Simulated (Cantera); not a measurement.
Charge: 1 mol Al₂O₃, 37 mol HCl, 0.71 mol H₂, at 1.00 bar.

Method: chemical equilibrium by Gibbs-energy minimisation in Cantera with the NASA 1993 tables (ideal gas, pure condensed phases). Candidate condensed phases: Al, AlCl₃, Al₂O₃, H₂O; 29 gas species. Condensed phases not in the tables: AlOCl. Equilibrium is a limit: real reactors are often held back by kinetics, nucleation or transport.

x: gas mole fraction; n: condensed amount in mol.

| T (°C) | x HCl | x H₂ | x H₂O | x AlCl₃ | x Cl | n Al₂O₃(s) |
|---|---|---|---|---|---|---|
| 575 | 0.981 | 0.0188 | 0.000128 | ___ | 1.37e-10 | 0.998 |
| 650 | 0.981 | 0.0188 | 0.000269 | ___ | 1.69e-9 | 0.997 |
| 725 | 0.980 | 0.0188 | 0.000504 | ___ | 1.43e-8 | 0.994 |
| 800 | 0.980 | 0.0188 | 0.000861 | ___ | 9.05e-8 | 0.989 |
| 875 | 0.979 | 0.0188 | 0.00137 | ___ | 4.50e-7 | 0.983 |
| 950 | 0.978 | 0.0188 | 0.00205 | ___ | 1.84e-6 | 0.974 |
| 1025 | 0.976 | 0.0188 | 0.00291 | ___ | 6.43e-6 | 0.963 |
| 1100 | 0.974 | 0.0189 | 0.00398 | ___ | 1.96e-5 | 0.950 |

### Question
Fill in the missing entries.

### Answer

- 575, x AlCl₃: 8.51e-5
- 650, x AlCl₃: 0.000179
- 725, x AlCl₃: 0.000336
- 800, x AlCl₃: 0.000574
- 875, x AlCl₃: 0.000912
- 950, x AlCl₃: 0.00136
- 1025, x AlCl₃: 0.00194
- 1100, x AlCl₃: 0.00265
